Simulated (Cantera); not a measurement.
Mixture: H2 : O2 : N2 : H2O = 1 : 0.962 : 3.62 : 0.55 (molar parts), equivalence ratio 0.52, at 0.484 atm, adiabatic and at constant volume. Ignition delay is the time to a rise of 400 K.

Detailed kinetics in Cantera: the H2/O2 subset of GRI-Mech 3.0, which has no nitrogen chemistry. Where the delays flatten at high temperature, the 400 K rule measures the pace of heat release, not the induction time.

### Question
What does this change do: pressure from 0.484 atm to 15.8 atm?

### Answer
```
quantity           before     after
---------------  --------  --------
delay at 1223 K  0.101 ms  0.166 ms
delay at 1423 K   59.1 µs   4.79 µs
delay at 1623 K   55.8 µs  0.886 µs
delay at 1823 K   68.0 µs  0.474 µs
```
The hydrogen kinetics of GRI-Mech 3.0 are dated; newer H2 mechanisms differ, most at raised pressure. The pressure lies above the range GRI-Mech 3.0 was tuned for (to about 10 atm).

### Question
What does this change do: O2 0.962 to 0.61 parts?

### Answer
```csv
quantity,before,after
delay at 1223 K,0.101 ms,0.134 ms
delay at 1423 K,59.1 µs,79.7 µs
delay at 1623 K,55.8 µs,76.5 µs
delay at 1823 K,68.0 µs,93.9 µs
```
